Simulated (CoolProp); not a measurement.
Vapour-liquid equilibrium of acetone (1) + toluene (2) at 0.13 MPa; x and y are mole fractions of (1).

Model: multi-fluid Helmholtz-energy mixture model, Lemmon 2006 and Lemmon 2006; pair parameters Bell 2016, in CoolProp.

```csv
x,bubble temperature (°C),y at the bubble point,dew temperature at overall composition x (°C),liquid density (mol/L)
0.05,110.2,0.257,117.9,8.576
0.125,100.0,0.480,115.3,8.878
0.2,92.9,0.610,112.4,9.162
0.275,87.6,0.693,109.4,9.441
0.35,83.5,0.752,106.2,9.721
0.425,80.1,0.797,102.8,10.01
0.5,77.2,0.834,99.0,10.30
0.575,74.7,0.865,94.9,10.61
0.65,72.5,0.892,90.4,10.94
0.725,70.4,0.917,85.5,11.28
0.8,68.4,0.941,79.9,11.65
0.875,66.5,0.963,73.9,12.04
0.95,64.7,0.985,67.6,12.45
```

No azeotrope shows between x = 0.05 and 0.95.

Pair parameters are fitted to limited data, so mixtures are less certain than the pure fluids.
